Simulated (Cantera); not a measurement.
A jet of 6.25 % CH4, 16.6 % O2, 77.1 % N2, equivalence ratio 0.75 at 300 K and 8800 Pa hits a platinum plate 4.6 cm away at a mass flux of 0.02 kg/m²/s; the plate temperature is set and raised in steps from an oxygen-covered start.

Detailed kinetics in Cantera: Deutschmann's 1995 Pt surface mechanism with GRI-Mech 3.0 gas chemistry. Catalytic surfaces can have several steady states; this one follows from the mechanism file's or the stated starting coverage.

One state of this run: wall x CH4 = 0.0229; wall x O2 = 0.0812; wall x H2O = 0.0741; wall x OH = 1.41e-7; wall x CO = 1.26e-5; wall x CO2 = 0.0489; θ free Pt = 0.287; θ O* = 0.711; θ OH* = 0.00198. x: mole fraction at the wall; θ: surface coverage.

### Question
Which value of plate T (K) does it belong to?
(A) 1000
(B) 900
(C) 950
(D) 1050

### Answer
C, 950
